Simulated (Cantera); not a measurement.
A closed system holds: 1 mol AlCl3, 7.6 mol H2O, 6.8 mol H2, held at 1773 K and 0.133 bar.

Cantera equilibrium calculation (NASA polynomials, part measured and part estimated; ideal gas, pure solids and liquids). Candidate condensed phases: Al, AlCl3, Al2O3, H2O; 29 gas species. Gases not in the tables: Al(OH)3. Kinetics and transport are ignored.

Base state: H2 0.427, H2O 0.383, HCl 0.188, H 0.000509, Cl 0.000173, OH 2.83e-5 (mole fractions); condensed: Al2O3(s).

Question: What changes in the equilibrium state with this change: temperature from 1773 K to 1973 K?

Answer: 
| species | before | after |
|---|---|---|
| H2 | 0.427 | 0.426 |
| H2O | 0.383 | 0.383 |
| HCl | 0.188 | 0.188 |
| H | 0.000509 | 0.00241 |
| OH | 2.83e-5 | 0.000206 |
| Cl | 0.000173 | 0.000793 |
| Al2O3(s), mol | 0.500 | 0.500 |
